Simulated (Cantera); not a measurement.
Charge: 1 mol Si₃N₄, 0.01 mol N₂O, a varied amount of H₂, at 13.3 mbar.

These are equilibrium values from Cantera (NASA tables, ideal gas, pure condensed phases), not measurements of a reactor. Candidate condensed phases: H₂O, Si, SiO₂, Si₂N₂O, Si₃N₄; 35 gas species. Mutual solubility and eutectic melting of coexisting phases are not modelled. Rates play no part.

Stable condensed phases, one row left out:

```
T in °C \ n(H₂) in mol
          60  82 110 150 200 280 370
   1227    A   A   A   A   B   B   B
   1177    A   A   A   A   A   A   A
   1127    A   A   A   A   A   A   A
   1027    C   C   C   C   C   C   A
    977    C   C   C   C   C   C   C
    927    C   C   C   C   C   C   C
    877    C   C   C   C   C   C   C
    827    C   C   C   C   C   C   C
    777    C   C   C   C   C   C   C
    727    C   C   C   C   C   C   C
    677    C   C   C   C   C   C   C
```

A: Si + Si₂N₂O + Si₃N₄; B: Si + Si₃N₄; C: Si₂N₂O + Si₃N₄.

Give the row for 1077 °C.

60: Si₂N₂O + Si₃N₄; 82: Si₂N₂O + Si₃N₄; 110: Si + Si₂N₂O + Si₃N₄; 150: Si + Si₂N₂O + Si₃N₄; 200: Si + Si₂N₂O + Si₃N₄; 280: Si + Si₂N₂O + Si₃N₄; 370: Si + Si₂N₂O + Si₃N₄.
